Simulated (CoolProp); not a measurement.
Fluorine at several states: density (kg/m³) from the reference equation and from simpler models built on Tc = -128.7 °C, pc = 5.240 MPa, ω = 0.045; each cubic takes its own stable root.

Computed with CoolProp (reference Helmholtz-energy equation of state, de Reuck 1990).

```json
[
 {"T (°C)": "4.45", "p (MPa)": "8.89", "phase": "supercritical", "reference": "152.9"},
 {"T (°C)": "-186.45", "p (MPa)": "0.351", "phase": "liquid", "reference": "1491"},
 {"T (°C)": "-190.35", "p (MPa)": "0.0527", "phase": "gas", "reference": "2.966"},
 {"T (°C)": "-209.55", "p (MPa)": "3.64", "phase": "liquid", "reference": "1648"},
 {"T (°C)": "-73.95", "p (MPa)": "0.121", "phase": "gas", "reference": "2.783"},
 {"T (°C)": "-89.85", "p (MPa)": "3.84", "phase": "gas", "reference": "108.9"}
]
```

Q: How far does each simpler model (van der Waals, Redlich-Kwong, Peng-Robinson) lie from the reference over these 6 states: mean and median of the absolute difference, and the worst?

A: 
- van der Waals: mean 22.6 %, median 2.2 %, worst -98.7 % at -186.45 °C and 0.351 MPa
- Redlich-Kwong: mean 0.7 %, median 0.7 %, worst +1.7 % at -209.55 °C and 3.64 MPa
- Peng-Robinson: mean 5.0 %, median 1.8 %, worst +13.1 % at -186.45 °C and 0.351 MPa

At some of these states van der Waals gives the other phase, because its saturation line lies elsewhere.
